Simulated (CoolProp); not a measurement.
A single-stage vapour-compression cycle with R134a: evaporating at 236.15 K (dew point), condensing at 294.15 K (bubble point), superheat 0 K, subcooling 5 K, compressor efficiency 0.85, no pressure losses. Each further row changes one setting.

Model: reference Helmholtz-energy equation of state, Tillner-Roth 1994, in CoolProp.

```json
[
 {"case": "as stated", "cooling COP": "2.78", "pressure ratio": "9.86", "discharge temperature (K)": "315.7", "refrigerating effect (kJ/kg)": "154", "volumetric capacity (kJ/m³)": "493"},
 {"case": "evaporating temperature 241.15 K", "cooling COP": "3.18", "pressure ratio": "7.69", "discharge temperature (K)": "312.7", "refrigerating effect (kJ/kg)": "157", "volumetric capacity (kJ/m³)": "636"},
 {"case": "condensing temperature 289.15 K", "cooling COP": "3.13", "pressure ratio": "8.43", "discharge temperature (K)": "309.7", "refrigerating effect (kJ/kg)": "161", "volumetric capacity (kJ/m³)": "516"},
 {"case": "subcooling 10 K", "cooling COP": "2.90", "pressure ratio": "9.86", "discharge temperature (K)": "315.7", "refrigerating effect (kJ/kg)": "161", "volumetric capacity (kJ/m³)": "515"},
 {"case": "superheat 10 K", "cooling COP": "2.78", "pressure ratio": "9.86", "discharge temperature (K)": "326.3", "refrigerating effect (kJ/kg)": "162", "volumetric capacity (kJ/m³)": "494"},
 {"case": "compressor efficiency 0.75", "cooling COP": "2.45", "pressure ratio": "9.86", "discharge temperature (K)": "323.3", "refrigerating effect (kJ/kg)": "154", "volumetric capacity (kJ/m³)": "493"}
]
```
